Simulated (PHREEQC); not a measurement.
A solution holds 0.0069 mol/kgw Na3PO4, at 25 °C. Closed to the air; pH follows from the charge balance.

Equilibrium calculation in PHREEQC: ion-association model, wateq4f.dat.

```tsv
quantity	before	after
pH	11.62	11.40
ionic strength (mol/kgw)	0.0314	0.0149
```

Q: What was changed between the two runs?
A. Na3PO4 from 0.0069 to 0.0103 mol/kgw
B. Na3PO4 from 0.0069 to 0.00345 mol/kgw
C. 0.00027 mol/kgw H2SO4 added
D. temperature from 25 to 5 °C
E. Na3PO4 replaced by NaHSO4 at the same molality

A: B, Na3PO4 from 0.0069 to 0.00345 mol/kgw

This is a speciation only: nothing precipitates in the calculation. H3PO4, which wateq4f.dat lacks, is added to it with the constant of phreeqc.dat.
